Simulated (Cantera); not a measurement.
NO annealing gas

An isothermal, constant-pressure homogeneous reactor starts with NO : N2 = 1 : 0.58 (molar parts), at 1550 K and 2670 Pa.

Detailed kinetics in Cantera: GRI-Mech 3.0 (53 species, 325 reactions). Radical loss at walls, strong at low pressure, is not modelled.

```tsv
t (s)	x NO	x N2	x NO2	x O2	x N2O	x O
1.00e-5	0.633	0.367	<1e-12	<1e-12	1.83e-9	1.83e-9
6.47e-5	0.633	0.367	3.50e-11	<1e-12	1.19e-8	1.18e-8
0.000419	0.633	0.367	1.46e-9	2.49e-11	7.68e-8	7.54e-8
0.00271	0.633	0.367	5.66e-8	9.88e-10	4.96e-7	4.42e-7
0.0176	0.633	0.367	1.58e-6	4.08e-8	3.18e-6	1.65e-6
0.114	0.633	0.367	1.61e-5	2.22e-6	1.93e-5	2.59e-6
0.737	0.633	0.367	4.44e-5	7.20e-5	8.42e-5	3.73e-6
4.77	0.631	0.368	5.40e-5	0.000801	0.000129	4.45e-6
30.9	0.621	0.373	8.17e-5	0.00563	0.000124	5.75e-6
200	0.564	0.401	0.000165	0.0343	9.84e-5	1.02e-5
```
x: mole fraction; the columns are a selection and need not sum to one.

Equilibrium at this temperature and pressure: NO 0.00178, N2 0.683, NO2 1.64e-6, O2 0.316, N2O 1.63e-8, O 2.71e-5 (gas phase only).
